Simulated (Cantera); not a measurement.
Cantera run:

```python
import numpy as np
import cantera as ct

gas_names = [...]  # 151 gases of nasa_gas.yaml made of C, H, N, O, Si
cond_names = """
    C(gr) C6H6(L) C7H8(L) C8H18(L),n-octa H2O(s) H2O(L) Si(cr) Si(L) SiC(b) SiO2(Lqz) SiO2(hqz) SiO2(L)
    Si2N2O(s) Si3N4(a)
""".split()


# ... load() reads the species with a 1 bar reference pressure and builds the phases ...
atoms = {
    'TEOS': {'Si': 1, 'C': 8, 'H': 20, 'O': 4},
    'N2O': {'N': 2, 'O': 1},
    'N2': {'N': 2},
}
top_T = {'C(gr)': 4500, 'SiC(b)': 3050, 'Si2N2O(s)': 2100, 'Si3N4(a)': 2400}  # K; cautious upper limits of use, not melting points


# ... equilibrate(T, P, feed) seeds the gas with the atoms and calls Mixture.equilibrate('TP', solver="vcs", rtol=1e-11, max_steps=5000) ...
results = []
feed = {'TEOS': 1, 'N2O': 0.15, 'N2': 4.8}  # mol
T = 1750  # K
P = 100000  # Pa
mix = equilibrate(T, P, feed)
results.append((T, P, feed, dict(zip(mix.species_names, mix.species_moles))))
print(gas.report(threshold=0.0001))
for i in range(1, mix.n_phases):
    print(f"{mix.phase(i).name:16s} {mix.phase_moles(i):12.5e} mol")
```

Result:

```
       temperature   1750 K
          pressure   1e+05 Pa
           density   0.094084 kg/m^3
  mean mol. weight   13.689 kg/kmol
   phase of matter   gas

                          1 kg             1 kmol
                     ---------------   ---------------
          enthalpy        1.7426e+06        2.3855e+07  J
   internal energy        6.7972e+05        9.3051e+06  J
           entropy             16235        2.2224e+05  J/K
    Gibbs function       -2.6668e+07       -3.6507e+08  J
 heat capacity c_p            2513.5             34408  J/K
 heat capacity c_v            1906.1             26093  J/K

                      mass frac. Y      mole frac. X     chem. pot. / RT
                     ---------------   ---------------   ---------------
               CH4        0.00032464        0.00027702           -41.808
                CO           0.41213           0.20142           -36.455
                 H        1.2709e-05         0.0001726           -9.8299
               HCN         0.0034657         0.0017555           -26.271
                H2           0.08111           0.55077            -19.66
                N2           0.50155           0.24509           -27.905
               SiO         0.0010898        0.00033841           -44.077
     [ +144 minor]         0.0003186        0.00017766

C(gr)             4.31363e+00 mol
Si(L)             0.00000e+00 mol
SiC(b)            0.00000e+00 mol
SiO2(L)           0.00000e+00 mol
Si2N2O(s)         4.96936e-01 mol
Si3N4(a)          0.00000e+00 mol
```

Method: chemical equilibrium by Gibbs-energy minimisation in Cantera with the NASA 1993 tables (ideal gas, pure condensed phases). The feed counts by its element totals alone.
